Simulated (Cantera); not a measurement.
An isothermal, constant-pressure homogeneous reactor starts with C2H6 : N2 : H2O = 1 : 63 : 0.42 (molar parts), at 1875 K and 0.00120 bar.

Model: GRI-Mech 3.0 (53 species, 325 reactions), integrated in Cantera. GRI-Mech 3.0 stops at C3 and has no aromatics, soot or wall deposition, so with more carbon than oxygen in the feed, carbon stays in small species such as C2H2 where larger ones or solid carbon would form. Radical loss at walls, strong at low pressure, is not modelled.

x: mole fraction; the columns are a selection and need not sum to one.

```csv
t (s),x C2H6,x CH2,x CH4,x HCN,x CH3,x H
7.00e-5,0.0149,2.18e-8,9.82e-7,<1e-12,0.00118,1.05e-6
0.000227,0.0136,7.47e-7,9.99e-6,7.08e-12,0.00364,1.08e-5
0.000734,0.0101,1.91e-5,9.37e-5,5.53e-9,0.00981,0.000218
0.00237,0.00284,0.000134,0.000647,3.92e-6,0.0163,0.00176
0.00769,1.37e-5,0.000118,0.00178,4.30e-5,0.00647,0.00248
0.0249,2.31e-7,3.72e-5,0.00160,8.16e-5,0.00144,0.00132
0.0805,3.97e-8,1.22e-5,0.00108,0.000102,0.000536,0.000765
0.261,9.46e-9,4.54e-6,0.000718,0.000117,0.000246,0.000522
0.844,2.77e-9,2.10e-6,0.000465,0.000130,0.000129,0.000423
2.73,1.19e-9,1.44e-6,0.000302,0.000152,8.40e-5,0.000432
8.84,7.69e-10,[?],[?],[?],[?],[?]
28.6,3.15e-10,8.72e-7,0.000129,0.000401,4.30e-5,0.000609
92.7,2.44e-12,[?],[?],0.000745,[?],[?]
300,<1e-12,2.20e-9,1.88e-8,0.000771,2.64e-8,0.00266
```

Question: What belongs in the gaps?

Answer: 
- 8.84, x CH2: 1.24e-6
- 8.84, x CH4: 0.000225
- 8.84, x HCN: 0.000216
- 8.84, x CH3: 6.74e-5
- 8.84, x H: 0.000491
- 92.7, x CH2: 1.40e-7
- 92.7, x CH4: 7.42e-6
- 92.7, x CH3: 4.18e-6
- 92.7, x H: 0.00109
